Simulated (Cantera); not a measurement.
A Cantera script and what it prints.

```python
import numpy as np
import cantera as ct

gas_names = [...]  # 136 gases of nasa_gas.yaml made of C, H, N, O
cond_names = """
    C(gr) C6H6(L) C7H8(L) C8H18(L),n-octa H2O(s) H2O(L)
""".split()


# ... load() reads the species with a 1 bar reference pressure and builds the phases ...
atoms = {
    'C2H6': {'C': 2, 'H': 6},
    'H2O': {'H': 2, 'O': 1},
    'N2': {'N': 2},
}
top_T = {'C(gr)': 4500}  # K; cautious upper limits of use, not melting points


# ... equilibrate(T, P, feed) seeds the gas with the atoms and calls Mixture.equilibrate('TP', solver="vcs", rtol=1e-11, max_steps=5000) ...
results = []
feed = {'C2H6': 1, 'H2O': 0.2, 'N2': 0.37}  # mol
P = 100000  # Pa
for T in [875, 975, 1075, 1175, 1275, 1375, 1475]:
    mix = equilibrate(T, P, feed)
    results.append((T, P, feed, dict(zip(mix.species_names, mix.species_moles))))

top = {s: max(r[3][s] / sum(r[3][g] for g in gas_names) for r in results) for s in gas_names}
cols = sorted((s for s in top if top[s] > 1e-05), key=lambda s: -top[s])[:7]
seen = [c for c in cond_names if any(r[3].get(c, 0) > 1e-12 for r in results)]
print("log10 of partial pressures in bar; condensed amounts in mol")
print(f"{'T/K':>10s}" + "".join(f"{s[:9]:>10s}" for s in cols + seen))
for T, P, feed, n in results:
    ng = sum(n[g] for g in gas_names)
    print(f"{T:10.4g}" + "".join(f"{np.log10(max(n[s] / ng * P / 1e5, 1e-99)):10.3f}" for s in cols)
          + "".join(f"{n.get(c, 0):10.4g}" for c in seen))
```

It prints:

```
log10 of partial pressures in bar; condensed amounts in mol
       T/K        H2       CH4        N2        CO       H2O       CO2       NH3     C(gr)
       875    -0.194    -0.749    -0.921    -1.785    -1.369    -2.538    -3.578     1.391
       975    -0.117    -1.136    -0.970    -1.422    -1.761    -2.862    -3.822     1.612
      1075    -0.089    -1.525    -0.993    -1.308    -2.296    -3.483    -4.067     1.711
      1175    -0.079    -1.876    -1.002    -1.282    -2.822    -4.132    -4.287     1.756
      1275    -0.075    -2.183    -1.005    -1.277    -3.285    -4.708    -4.477     1.777
      1375    -0.073    -2.450    -1.007    -1.275    -3.686    -5.204    -4.643     1.787
      1475    -0.073    -2.682    -1.008    -1.275    -4.033    -5.631    -4.787     1.791
```

Cantera equilibrium calculation (NASA polynomials, part measured and part estimated; ideal gas, pure solids and liquids).
